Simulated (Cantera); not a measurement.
Cantera run, input and output.

```python
import numpy as np
import cantera as ct

gas = ct.Solution("gri30.yaml")
gas.TPX = 425, 46000, {'CH4': 1, 'C2H6': 0.078, 'C3H8': 0.13, 'O2': 3.28, 'N2': 15.8, 'H2': 0.13}
flame = ct.FreeFlame(gas, width=0.069)
flame.set_refine_criteria(ratio=3, slope=0.08, curve=0.16)
flame.transport_model = "mixture-averaged"
flame.solve(loglevel=0, auto=True)
z, T = flame.grid, flame.T
thick = (T[-1] - T[0]) / np.gradient(T, z).max()
show = ['CH4', 'C2H6', 'C3H8', 'HCO', 'CH2', 'C2H4']
print(f"laminar burning velocity  {flame.velocity[0] * 100:.3f} cm/s")
print(f"burnt temperature         {T[-1]:.1f} K")
print(f"thermal thickness         {thick * 1e3:.4f} mm")
print(f"grid points               {len(z)}")
z0 = z[flame.heat_release_rate.argmax()]
print(f"{'z/mm':>9s}{'T/K':>9s}{'u/(m/s)':>9s}" + "".join(f"{s:>11s}" for s in show))
rows = []
for k in (-3, -2, -1.5, -1, -0.5, -0.25, 0, 0.25, 0.5, 1, 2, 4, 8):
    zz = z0 + k * thick
    rows.append([k * thick, np.interp(zz, z, T), np.interp(zz, z, flame.velocity),
                 *(np.interp(zz, z, flame.X[gas.species_index(s)]) for s in show)])
    print(f"{rows[-1][0] * 1e3:9.3f}{rows[-1][1]:9.1f}{rows[-1][2]:9.3f}" + "".join(f"{x:11.3e}" for x in rows[-1][3:]))
```

Result:

```
laminar burning velocity  55.064 cm/s
burnt temperature         2019.6 K
thermal thickness         0.9484 mm
grid points               145
     z/mm      T/K  u/(m/s)        CH4       C2H6       C3H8        HCO        CH2       C2H4
   -2.845    425.1    0.551  4.895e-02  3.819e-03  6.365e-03  7.696e-20  9.206e-21  4.762e-08
   -1.897    426.5    0.553  4.886e-02  3.816e-03  6.360e-03  3.637e-16  3.192e-17  1.126e-06
   -1.423    431.5    0.560  4.862e-02  3.810e-03  6.353e-03  3.508e-14  2.790e-15  6.402e-06
   -0.948    476.2    0.620  4.690e-02  3.764e-03  6.288e-03  6.702e-11  7.620e-12  9.225e-05
   -0.474    801.7    1.057  3.533e-02  3.183e-03  4.700e-03  1.759e-07  7.955e-08  1.118e-03
   -0.237   1164.7    1.553  2.118e-02  1.806e-03  1.632e-03  6.366e-06  3.424e-06  1.986e-03
    0.000   1511.1    2.029  5.668e-03  1.369e-04  4.079e-05  3.522e-05  2.274e-05  7.123e-04
    0.237   1647.4    2.210  4.416e-04  4.095e-07  1.881e-08  9.241e-06  4.684e-06  2.502e-05
    0.474   1688.5    2.257  1.817e-05  3.767e-10  2.076e-12  5.096e-07  2.156e-07  3.132e-07
    0.948   1736.7    2.309  5.910e-08  1.035e-14  5.416e-18  2.167e-08  7.911e-10  1.926e-10
    1.897   1797.1    2.379  2.611e-12  6.157e-21  1.063e-25  1.073e-08  4.798e-14  1.186e-15
    3.793   1862.9    2.457  1.337e-17  1.777e-28  1.640e-36  4.992e-09  1.240e-17  4.607e-23
    7.587   1922.2    2.526  2.554e-18  1.764e-29  2.212e-46  1.812e-09  2.578e-18  7.513e-28
```

Detailed kinetics in Cantera: GRI-Mech 3.0 (53 species, 325 reactions). GRI-Mech 3.0 was tuned for natural gas; its chemistry of propane as a main component is partial and can be far from experiment. Burning velocities carry a grid error of a few per cent, more on coarse grids.
